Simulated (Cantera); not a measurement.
Input (Python, Cantera) and output of one run.

```python
import numpy as np
import cantera as ct

gas_names = [...]  # 109 gases of nasa_gas.yaml made of C, Cl, H, Si
cond_names = """
    C(gr) C6H6(L) C7H8(L) C8H18(L),n-octa Si(cr) Si(L) SiC(b)
""".split()


# ... load() reads the species with a 1 bar reference pressure and builds the phases ...
atoms = {
    'CH3SiCl3': {'C': 1, 'H': 3, 'Si': 1, 'CL': 3},
    'C3H8': {'C': 3, 'H': 8},
    'H2': {'H': 2},
}
top_T = {'C(gr)': 4500, 'SiC(b)': 3050}  # K; cautious upper limits of use, not melting points


# ... equilibrate(T, P, feed) seeds the gas with the atoms and calls Mixture.equilibrate('TP', solver="vcs", rtol=1e-11, max_steps=5000) ...
results = []
feed = {'CH3SiCl3': 1, 'C3H8': 0.046, 'H2': 6.7}  # mol
P = 13332.2  # Pa
for T in [1225, 1325, 1425, 1525, 1625, 1725, 1825, 1925, 2025, 2125, 2225]:
    mix = equilibrate(T, P, feed)
    results.append((T, P, feed, dict(zip(mix.species_names, mix.species_moles))))

top = {s: max(r[3][s] / sum(r[3][g] for g in gas_names) for r in results) for s in gas_names}
cols = sorted((s for s in top if top[s] > 0.001), key=lambda s: -top[s])[:7]
seen = [c for c in cond_names if any(r[3].get(c, 0) > 1e-12 for r in results)]
print("log10 of partial pressures in bar; condensed amounts in mol")
print(f"{'T/K':>10s}" + "".join(f"{s[:9]:>10s}" for s in cols + seen))
for T, P, feed, n in results:
    ng = sum(n[g] for g in gas_names)
    print(f"{T:10.4g}" + "".join(f"{np.log10(max(n[s] / ng * P / 1e5, 1e-99)):10.3f}" for s in cols)
          + "".join(f"{n.get(c, 0):10.4g}" for c in seen))
```

It prints:

```
log10 of partial pressures in bar; condensed amounts in mol
       T/K        H2       HCL     SiCL2     SiCL4         H        CL C2H2,acet     C(gr)    SiC(b)
      1225    -1.006    -1.493    -4.303    -2.695    -7.009    -7.562    -7.795    0.3017    0.8269
      1325    -1.020    -1.436    -3.888    -3.100    -6.296    -6.789    -7.090    0.2195     0.914
      1425    -1.026    -1.415    -3.595    -3.570    -5.679    -6.155    -6.479    0.1878    0.9477
      1525    -1.028    -1.410    -3.373    -4.037    -5.140    -5.618    -5.946    0.1849    0.9515
      1625    -1.028    -1.412    -3.193    -4.473    -4.665    -5.153    -5.477    0.1947    0.9418
      1725    -1.027    -1.417    -3.042    -4.870    -4.245    -4.745    -5.063    0.2109    0.9251
      1825    -1.026    -1.423    -2.914    -5.234    -3.869    -4.384    -4.695    0.2308    0.9037
      1925    -1.026    -1.432    -2.805    -5.569    -3.532    -4.062    -4.365    0.2524    0.8788
      2025    -1.025    -1.442    -2.713    -5.880    -3.228    -3.774    -4.069    0.2739    0.8511
      2125    -1.026    -1.454    -2.635    -6.171    -2.953    -3.515    -3.802    0.2934    0.8205
      2225    -1.028    -1.469    -2.571    -6.446    -2.703    -3.282    -3.561    0.3099    0.7853
```

Cantera equilibrium calculation (NASA polynomials, part measured and part estimated; ideal gas, pure solids and liquids). The feed counts by its element totals alone. The tables' values for SiCl3, SiCl are old estimates; treat these amounts as uncertain. Gases not in the tables: Si2H6 and higher silanes.
